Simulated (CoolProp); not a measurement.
Vapour-liquid equilibrium of propane (1) + R113 (2) at 243.7 K; x and y are mole fractions of (1).

Model: multi-fluid Helmholtz-energy mixture model, Lemmon 2009 and Marx 1992; pair parameters Bell 2016, in CoolProp.

```csv
x,bubble pressure (kPa),y at the bubble point,dew pressure at overall composition x (kPa),liquid density (mol/L)
0.05,14.85,0.811,3.077,9.159
0.2,47.47,0.948,3.647,9.612
0.35,75.04,0.972,4.476,10.10
0.5,98.43,0.982,5.793,10.64
0.65,119.4,0.989,8.208,11.22
0.8,140.1,0.994,14.07,11.87
0.95,163.0,0.998,48.71,12.58
```

No azeotrope shows between x = 0.05 and 0.95.

The pair parameters rest on a limited set of measurements; away from them the model extrapolates.
